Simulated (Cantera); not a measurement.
Charge: 1 mol Al, 0.38 mol Cl₂, 5.5 mol H₂, equilibrated at 0.0133 bar.

These are equilibrium values from Cantera (NASA tables, ideal gas, pure condensed phases), not measurements of a reactor. Candidate condensed phases: Al, AlCl₃; 12 gas species. Equilibrium is a limit: real reactors are often held back by kinetics, nucleation or transport.

Over these rows the condensed part is Al(s). Partial pressures as log10 of bar:

```csv
T (K),1000/T (1/K),log p AlCl,log p H₂,log p AlCl₃
723,1.3831,-6.10,-1.89,-3.24
748,1.3369,-5.76,-1.89,-3.24
773,1.2937,-5.44,-1.89,-3.24
798,1.2531,-5.15,-1.89,-3.24
823,1.2151,-4.87,-1.89,-3.24
848,1.1792,?,-1.90,-3.24
```

Question: Fit log p(AlCl) = a + b·(1000/T) to the five rows, give the apparent enthalpy, and predict the row at 848 K.

Answer: Means: 1000/T = 1.2964, log p = -5.464. Sxy = -0.129082, Sxx = 0.0176490, so b = -7.31 and a = -5.464 − (-7.31)×1.2964 = 4.01.
Apparent enthalpy: −19.145 × (-7.31) = 140 kJ/mol. With the condensed phases at unit activity, 2/3 Al(s) + 1/3 AlCl₃(g) = AlCl(g) links this pressure to the main gases: over the six rows their terms move log p by +0.00 in all, so the slope is close to that reaction's ΔH°. The five rows lie within 0.01 of the line.
Prediction at 848 K: 4.01 + (-7.31)×1.1792 = -4.61. The computed value is -4.61, 0.00 from the line.
